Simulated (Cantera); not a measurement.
A Cantera script and what it prints.

```python
import numpy as np
import cantera as ct

gas_names = """
    H HNO HNO2 HNO3 HO2 H2 H2O H2O2 N NH NH2 NH3 NH2OH NO NO2 NO3 N2 N2H2 N2H4 N2O O OH O2 O3 Si SiH
    SiH2 SiH3 SiH4 SiN SiO SiO2 Si2 Si2N Si3
""".split()
cond_names = """
    H2O(s) H2O(L) Si(cr) Si(L) SiO2(Lqz) SiO2(hqz) SiO2(L) Si2N2O(s) Si3N4(a)
""".split()


def load(file, names, dense=False):
    # The tables refer to 1 bar. Condensed volumes are neglected.
    table = {s.name: s for s in ct.Species.list_from_file(file)}
    out = []
    for n in names:
        d = dict(table[n].input_data)
        d["thermo"] = dict(d["thermo"], **{"reference-pressure": 1e5})
        if dense:
            d["equation-of-state"] = {"model": "constant-volume", "density": "1e6 g/cm^3"}
        out.append(ct.Species.from_dict(d))
    return out


gas = ct.Solution(thermo="ideal-gas", species=load("nasa_gas.yaml", gas_names))
cond = {s.name: ct.Solution(thermo="fixed-stoichiometry", species=[s], name=s.name)
        for s in load("nasa_condensed.yaml", cond_names, dense=True)}
atoms = {
    'Si3N4': {'Si': 3, 'N': 4},
    'H2O': {'H': 2, 'O': 1},
    'H2': {'H': 2},
}
top_T = {'Si2N2O(s)': 2100, 'Si3N4(a)': 2400}  # K; cautious upper limits of use, not melting points


def equilibrate(T, P, feed):
    n = {}
    for name, mol in feed.items():
        for a, k in atoms[name].items():
            n[a] = n.get(a, 0.0) + k * mol
    gas.TPX = T, P, n
    mass = sum(n.values()) * gas.mean_molecular_weight
    gas.equilibrate("TP")
    valid = [c for c in cond.values() if c.min_temp <= T <= top_T.get(c.name, c.max_temp)]
    mix = ct.Mixture([(gas, mass / gas.mean_molecular_weight)] + [(c, 0.0) for c in valid])
    mix.T, mix.P = T, P
    mix.equilibrate("TP", solver="vcs", rtol=1e-11, max_steps=5000)
    return mix


results = []
T = 1900  # K
P = 101325  # Pa
for m in [0.011, 0.028, 0.044, 0.061, 0.078, 0.094, 0.11]:
    feed = {'Si3N4': 1, 'H2O': m, 'H2': 26}  # mol
    mix = equilibrate(T, P, feed)
    results.append((T, P, feed, dict(zip(mix.species_names, mix.species_moles))))
    x = sorted(zip(gas.X, gas.species_names), reverse=True)
    print(f"T = {T:g} K  P = {P:g} Pa  n(H2O) = {m:g} mol  gas = {mix.phase_moles(0):.4g} mol")
    print("   x: " + "  ".join(f"{s} {v:.3e}" for v, s in x if v > 0.001))
    print("   condensed (mol): " + ("  ".join(f"{mix.phase(i).name} {mix.phase_moles(i):.4g}"
          for i in range(1, mix.n_phases) if mix.phase_moles(i) > 1e-12) or "none"))
```

Output:

```
T = 1900 K  P = 101325 Pa  n(H2O) = 0.011 mol  gas = 27.14 mol
   x: H2 9.581e-01  N2 4.066e-02
   condensed (mol): Si(L) 1.642  Si3N4(a) 0.4482
T = 1900 K  P = 101325 Pa  n(H2O) = 0.028 mol  gas = 27.17 mol
   x: H2 9.574e-01  N2 4.066e-02  SiO 1.030e-03
   condensed (mol): Si(L) 1.627  Si3N4(a) 0.4475
T = 1900 K  P = 101325 Pa  n(H2O) = 0.044 mol  gas = 27.2 mol
   x: H2 9.570e-01  N2 4.066e-02  SiO 1.438e-03
   condensed (mol): Si(L) 1.615  Si2N2O(s) 0.004856  Si3N4(a) 0.4445
T = 1900 K  P = 101325 Pa  n(H2O) = 0.061 mol  gas = 27.22 mol
   x: H2 9.570e-01  N2 4.066e-02  SiO 1.438e-03
   condensed (mol): Si(L) 1.608  Si2N2O(s) 0.02183  Si3N4(a) 0.4357
T = 1900 K  P = 101325 Pa  n(H2O) = 0.078 mol  gas = 27.24 mol
   x: H2 9.570e-01  N2 4.066e-02  SiO 1.438e-03
   condensed (mol): Si(L) 1.6  Si2N2O(s) 0.03881  Si3N4(a) 0.4268
T = 1900 K  P = 101325 Pa  n(H2O) = 0.094 mol  gas = 27.25 mol
   x: H2 9.570e-01  N2 4.066e-02  SiO 1.438e-03
   condensed (mol): Si(L) 1.593  Si2N2O(s) 0.05478  Si3N4(a) 0.4185
T = 1900 K  P = 101325 Pa  n(H2O) = 0.11 mol  gas = 27.27 mol
   x: H2 9.570e-01  N2 4.066e-02  SiO 1.438e-03
   condensed (mol): Si(L) 1.586  Si2N2O(s) 0.07076  Si3N4(a) 0.4102
```

Method: chemical equilibrium by Gibbs-energy minimisation in Cantera with the NASA 1993 tables (ideal gas, pure condensed phases). Mutual solubility and eutectic melting of coexisting phases are not modelled. Gases not in the tables: Si2H6 and higher silanes.
